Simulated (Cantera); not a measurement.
An isothermal, constant-pressure homogeneous reactor starts with H2 : O2 = 0.49 : 1 (molar parts), at 1175 K and 10.5 Torr.

Computed with Cantera and GRI-Mech 3.0 (53 species, 325 reactions). Radical loss at walls, strong at low pressure, is not modelled. The temperature is held fixed by assumption; the heat of reaction is taken as removed at once.

x: mole fraction; the columns are a selection and need not sum to one.

| t (s) | x H2 | x O2 | x H2O | x HO2 | x O | x H2O2 |
|---|---|---|---|---|---|---|
| 0.000700 | 0.328 | 0.671 | 0.000320 | 8.73e-7 | 8.80e-5 | (withheld) |
| 0.00236 | 0.0202 | 0.522 | 0.252 | 1.12e-5 | 0.0736 | (withheld) |
| 0.00798 | 0.0117 | 0.568 | 0.333 | 1.39e-5 | 0.0355 | 6.94e-7 |
| 0.0270 | 0.00142 | 0.602 | 0.388 | 1.01e-5 | 0.00390 | 7.34e-7 |
| 0.0911 | 8.47e-5 | 0.606 | 0.393 | 1.92e-6 | 0.000234 | (withheld) |
| 0.308 | 9.48e-6 | 0.606 | 0.393 | 2.96e-7 | 2.72e-5 | (withheld) |
| 1.04 | 1.71e-6 | 0.606 | 0.394 | 6.25e-8 | 5.07e-6 | (withheld) |
| 3.51 | 3.96e-7 | 0.606 | 0.394 | 1.90e-8 | 1.19e-6 | (withheld) |
| 11.8 | 1.06e-7 | 0.606 | 0.394 | 1.20e-8 | 3.23e-7 | (withheld) |
| 40.0 | 4.01e-8 | 0.606 | 0.394 | 1.42e-8 | 1.21e-7 | 8.33e-10 |

Problem. What belongs in the gaps?

Solution. 
- 0.000700, x H2O2: 1.92e-9
- 0.00236, x H2O2: 4.12e-7
- 0.0911, x H2O2: 2.38e-7
- 0.308, x H2O2: 6.70e-8
- 1.04, x H2O2: 2.01e-8
- 3.51, x H2O2: 6.17e-9
- 11.8, x H2O2: 1.96e-9
